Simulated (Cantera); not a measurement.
Charge: 1 mol Nb2O5, 0.35 mol H2, at 1225 °C and 4.10 bar.

Equilibrium computed with Cantera from the NASA thermochemical tables; the gas is ideal and each condensed phase is pure. Candidate condensed phases: H2O, Nb, NbO, NbO2, Nb2O5; 12 gas species. Mutual solubility and eutectic melting of coexisting phases are not modelled. Condensed phases not in the tables: the oxides between NbO2 and Nb2O5. Equilibrium is a limit: real reactors are often held back by kinetics, nucleation or transport.

Base state: H2 0.914, H2O 0.0857 (mole fractions); condensed: NbO2(s) + Nb2O5(s).

Problem. What changes in the equilibrium state with this change: temperature from 1225 °C to 902 °C?

Solution. 
```json
[
 {"species": "H2", "before": "0.914", "after": "0.982"},
 {"species": "H2O", "before": "0.0857", "after": "0.0180"},
 {"species": "NbO2(s), mol", "before": "0.0600", "after": "0.0126"},
 {"species": "Nb2O5(s), mol", "before": "0.970", "after": "0.994"}
]
```
